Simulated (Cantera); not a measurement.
Input: 1 mol SiC, 0.0047 mol O₂, 1.4 mol H₂, 0.69 mol H₂O, equilibrated at 12.0 mbar.

Cantera equilibrium calculation (NASA polynomials, part measured and part estimated; ideal gas, pure solids and liquids). Candidate condensed phases: C, C₆H₆, C₇H₈, C₈H₁₈, H₂O, Si, SiC, SiO₂; 123 gas species. Mutual solubility and eutectic melting of coexisting phases are not modelled. The tables hold silica as quartz up to 1696 K and as liquid above; real silica turns to tridymite and cristobalite and melts near 1996 K. Gases not in the tables: Si₂H₆ and higher silanes. Equilibrium is a limit: real reactors are often held back by kinetics, nucleation or transport.

**Question.** Which condensed phases are stable at each of these points (T (°C)): 1050, 1100, 1150, 1200, 1250, 1300, 1350, 1400, 1450, 1500, 1550, 1600, 1650, 1700?

**Answer.** 
```
T (°C)                       condensed phases  Si condensed (%)
------  -------------------------------------  ----------------
1050    C(graphite) + SiC(s) + SiO₂(β-quartz)             100.0
1100                  SiC(s) + SiO₂(β-quartz)              99.9
1150                  SiC(s) + SiO₂(β-quartz)              99.7
1200                  SiC(s) + SiO₂(β-quartz)              98.9
1250                  SiC(s) + SiO₂(β-quartz)              95.9
1300                  SiC(s) + SiO₂(β-quartz)              86.0
1350                                   SiC(s)              65.0
1400                                   SiC(s)              65.0
1450                                   SiC(s)              65.0
1500                                   SiC(s)              65.0
1550                                   SiC(s)              65.0
1600                                   SiC(s)              65.0
1650                                   SiC(s)              64.9
1700                                   SiC(s)              64.8
```

At 1050 °C the condensed part is C(graphite) + SiC(s) + SiO₂(β-quartz). From 1100 °C to 1300 °C the condensed part is SiC(s) + SiO₂(β-quartz). From 1350 °C to 1700 °C the condensed part is SiC(s).
